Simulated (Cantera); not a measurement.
Feed: 1 mol CO2, a varied amount of H2O, equilibrated at 2025 K and 100000 Pa.

These are equilibrium values from Cantera (NASA tables, ideal gas, pure condensed phases), not measurements of a reactor. Candidate condensed phases: C, C6H6, C7H8, C8H18, H2O; 110 gas species. Rates play no part.

log p: log10 of the partial pressure in bar; nothing condenses.

```
n(H2O) (mol)  log p CO2  log p H2O  log p CO  log p O2  log p H2  log p OH  log p H
------------  ---------  ---------  --------  --------  --------  --------  -------
0.051             -0.03      -1.32     -1.78     -2.09         ?     -3.15    -4.58
0.096             -0.05      -1.07     -1.79     -2.10         ?     -3.02    -4.45
0.18              -0.08      -0.82     -1.81     -2.12         ?     -2.91    -4.33
0.34              -0.14      -0.60     -1.85     -2.15         ?     -2.81    -4.21
0.63              -0.22      -0.42     -1.92     -2.19         ?     -2.72    -4.11
1.2               -0.35      -0.27     -2.02     -2.26         ?     -2.67    -4.02
2.2               -0.52      -0.17     -2.14     -2.33         ?     -2.63    -3.95
```

**Question.** Complete the blanks.

**Answer.** 
- 0.051, log p H2: -3.74
- 0.096, log p H2: -3.48
- 0.18, log p H2: -3.22
- 0.34, log p H2: -2.99
- 0.63, log p H2: -2.78
- 1.2, log p H2: -2.60
- 2.2, log p H2: -2.46
